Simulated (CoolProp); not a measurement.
Vapour-liquid equilibrium of methanol (1) + benzene (2) at 424.5 K; x and y are mole fractions of (1).

Computed with CoolProp (multi-fluid Helmholtz-energy mixture model, de Reuck 1993 and Thol 2012; pair parameters Bell 2016).

```json
[
 {"x": "0.05", "bubble pressure, mixture model (bar)": "7.786", "bubble pressure, Raoult's law (bar)": "6.406", "y, mixture model": "0.228", "y, Raoult's law": "0.112"},
 {"x": "0.125", "bubble pressure, mixture model (bar)": "9.692", "bubble pressure, Raoult's law (bar)": "7.036", "y, mixture model": "…", "y, Raoult's law": "0.256"},
 {"x": "0.2", "bubble pressure, mixture model (bar)": "11.00", "bubble pressure, Raoult's law (bar)": "7.666", "y, mixture model": "0.480", "y, Raoult's law": "0.375"},
 {"x": "0.275", "bubble pressure, mixture model (bar)": "…", "bubble pressure, Raoult's law (bar)": "8.297", "y, mixture model": "0.536", "y, Raoult's law": "0.477"},
 {"x": "0.35", "bubble pressure, mixture model (bar)": "12.59", "bubble pressure, Raoult's law (bar)": "8.927", "y, mixture model": "0.577", "y, Raoult's law": "0.564"},
 {"x": "0.425", "bubble pressure, mixture model (bar)": "13.10", "bubble pressure, Raoult's law (bar)": "9.557", "y, mixture model": "…", "y, Raoult's law": "0.640"},
 {"x": "0.5", "bubble pressure, mixture model (bar)": "13.52", "bubble pressure, Raoult's law (bar)": "10.19", "y, mixture model": "0.645", "y, Raoult's law": "0.706"},
 {"x": "0.575", "bubble pressure, mixture model (bar)": "13.87", "bubble pressure, Raoult's law (bar)": "10.82", "y, mixture model": "…", "y, Raoult's law": "0.765"},
 {"x": "0.65", "bubble pressure, mixture model (bar)": "…", "bubble pressure, Raoult's law (bar)": "11.45", "y, mixture model": "…", "y, Raoult's law": "0.817"},
 {"x": "0.725", "bubble pressure, mixture model (bar)": "14.37", "bubble pressure, Raoult's law (bar)": "12.08", "y, mixture model": "0.761", "y, Raoult's law": "0.864"},
 {"x": "0.8", "bubble pressure, mixture model (bar)": "…", "bubble pressure, Raoult's law (bar)": "12.71", "y, mixture model": "0.813", "y, Raoult's law": "0.906"},
 {"x": "0.875", "bubble pressure, mixture model (bar)": "14.55", "bubble pressure, Raoult's law (bar)": "13.34", "y, mixture model": "…", "y, Raoult's law": "0.944"},
 {"x": "0.95", "bubble pressure, mixture model (bar)": "14.48", "bubble pressure, Raoult's law (bar)": "13.97", "y, mixture model": "0.946", "y, Raoult's law": "0.979"}
]
```

Question: Some entries are withheld; supply them.

Answer: 
- 0.125, y, mixture model: 0.392
- 0.275, bubble pressure, mixture model (bar): 11.92
- 0.425, y, mixture model: 0.612
- 0.575, y, mixture model: 0.679
- 0.65, bubble pressure, mixture model (bar): 14.15
- 0.65, y, mixture model: 0.717
- 0.8, bubble pressure, mixture model (bar): 14.51
- 0.875, y, mixture model: 0.874

The largest gap from Raoult's law is +43.7 % in bubble pressure, at x = 0.275. y crosses x between x = 0.8 and 0.875: the model has an azeotrope there.

Pair parameters are fitted to limited data, so mixtures are less certain than the pure fluids.
